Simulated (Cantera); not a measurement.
Feed: 1 mol SiC, 0.09 mol H2O, 89 mol H2, 0.021 mol O2, at 1050 K and 0.00230 bar.

Cantera's Mixture.equilibrate('TP', solver="vcs", rtol=1e-11, max_steps=5000) on the NASA tables stopped like this:

```
ERROR: FAILURE its = 5001!

*******************************************************************************
CanteraError thrown by MultiPhase::equilibrate:
VCS solver failed. Return code: -1
*******************************************************************************
```

Question: What got this run through?

Answer: Several could match; the one computed here: The failure is numerical, not chemical. The same input converged with solver="gibbs", rtol=1e-10, max_steps=50000, and the result passed a check of the equilibrium conditions:
```
       temperature   1050 K
          pressure   230 Pa
           density   5.3373e-05 kg/m^3
  mean mol. weight   2.0259 kg/kmol
   phase of matter   gas

                          1 kg             1 kmol
                     ---------------   ---------------
          enthalpy        1.0938e+07         2.216e+07  J
   internal energy        6.6289e+06        1.3429e+07  J
           entropy        1.0775e+05        2.1829e+05  J/K
    Gibbs function        -1.022e+08       -2.0704e+08  J
 heat capacity c_p             15010             30408  J/K
 heat capacity c_v             10906             22093  J/K

                      mass frac. Y      mole frac. X     chem. pot. / RT
                     ---------------   ---------------   ---------------
               CH4         0.0010419        0.00013156               -49
                CO         0.0042778         0.0003094           -52.546
                H2           0.99468           0.99956           -23.704
     [ +120 minor]        2.1871e-06        3.4464e-07

C(gr)             1.29171e-02 mol
Si(cr)            0.00000e+00 mol
SiC(b)            9.47789e-01 mol
SiO2(hqz)         5.22076e-02 mol
```

The gas is ideal and each condensed phase is pure. Mutual solubility and eutectic melting of coexisting phases are not modelled.
